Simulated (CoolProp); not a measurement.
R245ca along the isobar 5970 kPa: density (kg/m³) from the reference equation and from simpler models built on Tc = 447.6 K, pc = 3941 kPa, ω = 0.355; each cubic takes its own stable root.

The numbers come from the reference Helmholtz-energy equation of state, Zhou 2016 in CoolProp.

```csv
T (K),phase,reference
274.8,liquid,1456
282.7,liquid,1438
290.6,liquid,1419
298.4,liquid,1401
306.3,liquid,1382
314.1,liquid,1363
322,liquid,1344
329.9,liquid,1324
337.7,liquid,1304
345.6,liquid,1283
353.4,liquid,1261
361.3,liquid,1239
369.2,liquid,1216
377,liquid,1193
384.9,liquid,1168
392.7,liquid,1142
```

Problem. How far does each simpler model (van der Waals, Soave-Redlich-Kwong, Peng-Robinson) lie from the reference over these 16 states: mean and median of the absolute difference, and the worst?

Solution. 
- van der Waals: mean 37.3 %, median 37.4 %, worst -38.5 % at 274.8 K and 5970 kPa
- Soave-Redlich-Kwong: mean 7.8 %, median 7.4 %, worst -9.7 % at 392.7 K and 5970 kPa
- Peng-Robinson: mean 4.1 %, median 4.4 %, worst +4.8 % at 314.1 K and 5970 kPa
